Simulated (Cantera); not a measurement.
## Thermodynamics of iron carbonyl, mercury and lead vapours, feed Pb + H2

Charge: 1 mol Pb, 1.8 mol H2, equilibrated at 0.00133 bar.

Equilibrium computed with Cantera from the NASA thermochemical tables; the gas is ideal and each condensed phase is pure. Candidate condensed phases: Pb; 4 gas species. Equilibrium is a limit: real reactors are often held back by kinetics, nucleation or transport.

At 1148 K the condensed part is Pb(l). From 1198 K to 1498 K nothing is condensed. The main Pb-bearing gas is Pb throughout.

| T (K) | x H2 | x Pb | x H | x Pb2 | n Pb(l) |
|---|---|---|---|---|---|
| 1148 | 0.790 | 0.210 | 1.74e-6 | 4.49e-6 | 0.521 |
| 1198 | 0.643 | 0.357 | 4.17e-6 | 9.95e-6 | 0 |
| 1248 | 0.643 | 0.357 | 1.03e-5 | 7.80e-6 | 0 |
| 1298 | 0.643 | 0.357 | 2.35e-5 | 6.22e-6 | 0 |
| 1348 | 0.643 | 0.357 | 5.08e-5 | 5.05e-6 | 0 |
| 1398 | 0.643 | 0.357 | 0.000104 | 4.15e-6 | 0 |
| 1448 | 0.643 | 0.357 | 0.000202 | 3.46e-6 | 0 |
| 1498 | 0.643 | 0.357 | 0.000377 | 2.92e-6 | 0 |
x: gas mole fraction; n: condensed amount in mol.
